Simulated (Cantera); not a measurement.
A diamond (100) surface in a fixed gas of H2 with x(CH4) = 0.0024, x(H) = 0.00081, x(CH3) = 0.00028, 0.128 atm; coverages are run to steady state.

Computed with Cantera and the Harris–Goodwin 1993 mechanism for the reconstructed diamond (100) surface.

One state of this run: growth (µm/h) = 13.6; θ c6HH = 0.494; θ c6H* = 0.0148; θ c6*H = 0.302; θ c6** = 0.00671; θ c6HM = 0.133. θ: site fractions in the mechanism's names (c6HH fully hydrogenated, c6H* and c6*H radical sites, c6** diradical, c6HM methylated).

Question: Which value of T (K) does it belong to?
(A) 1300
(B) 1350
(C) 1000
(D) 900

Answer: C, 1000
